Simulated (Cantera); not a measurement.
Feed: 1 mol Fe3O4, 0.41 mol CH4, 0.89 mol H2, held at 1825 K and 13.3 mbar.

Method: chemical equilibrium by Gibbs-energy minimisation in Cantera with the NASA 1993 tables (ideal gas, pure condensed phases). Candidate condensed phases: C, C6H6, C7H8, C8H18, Fe, Fe(CO)5, FeO, Fe(OH)2, Fe(OH)3, Fe2O3, Fe3O4, H2O; 114 gas species. The tables' stoichiometric FeO is somewhat more stable than real wüstite, so its field is too wide. FeO: taken at fixed stoichiometry. Rates play no part.

Base state: H2 0.543, H2O 0.259, CO 0.172, CO2 0.0209, Fe 0.00299, H 0.00281, OH 9.38e-5, Fe(OH)2 4.30e-5 (mole fractions); condensed: FeO(l).

Question: What changes in the equilibrium state with this change: pressure from 13.3 mbar to 39.0 mbar?

Answer: 
```tsv
species	before	after
H2	0.543	0.546
H2O	0.259	0.258
CO	0.172	0.172
Fe	0.00299	0.00103
H	0.00281	0.00165
CO2	0.0209	0.0208
FeO	1.80e-5	6.14e-6
OH	9.38e-5	5.44e-5
FeO(l), mol	2.99	3.00
```

Question: What changes in the equilibrium state with this change: H2 from 0.89 to 0.16 mol?

Answer: 
| species | before | after |
|---|---|---|
| H2O | 0.259 | 0.362 |
| H2 | 0.543 | 0.340 |
| CO | 0.172 | 0.231 |
| CO2 | 0.0209 | 0.0628 |
| Fe | 0.00299 | 0.00134 |
| OH | 9.38e-5 | 0.000165 |
| Fe(OH)2 | 4.30e-5 | 6.00e-5 |
| H | 0.00281 | 0.00222 |
| FeO | 1.80e-5 | 1.80e-5 |
| FeO(l), mol | 2.99 | 3.00 |
